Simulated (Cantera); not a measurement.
**Abatement and gas-phase synthesis: HF + SO2 + H2**

A closed system holds: 1 mol HF, a varied amount of SO2, 1.3 mol H2, at 1952 °C and 0.133 bar.

Method: chemical equilibrium by Gibbs-energy minimisation in Cantera with the NASA 1993 tables (ideal gas, pure condensed phases). Candidate condensed phases: H2O, H2SO4, S; 43 gas species. Kinetics and transport are ignored.

```
n(SO2) (mol)   x H2   x HF   x H2O     x SO2     x S2     x SO      x H     x SH
------------  -----  -----  ------  --------  -------  -------  -------  -------
0.069         0.483  0.426  0.0564  0.000262  0.00676  0.00156   0.0123  0.00639
0.15          0.411  0.417   0.114   0.00234   0.0170  0.00587   0.0114  0.00935
0.22          0.359  0.409   0.155   0.00678   0.0247   0.0110   0.0106   0.0105
0.3           0.311  0.399   0.190    0.0154   0.0313   0.0176  0.00990   0.0111
0.38          0.273  0.389   0.215    0.0274   0.0359   0.0242  0.00928   0.0111
0.46          0.244  0.379   0.233    0.0418   0.0388   0.0305  0.00875   0.0109
0.54          0.220  0.369   0.244    0.0579   0.0405   0.0363  0.00831   0.0106
0.61          0.202  0.360   0.251    0.0727   0.0413   0.0409  0.00798   0.0102
```
x: gas mole fraction; nothing condenses.

From 0.069 mol SO2 to 0.61 mol SO2 nothing is condensed.
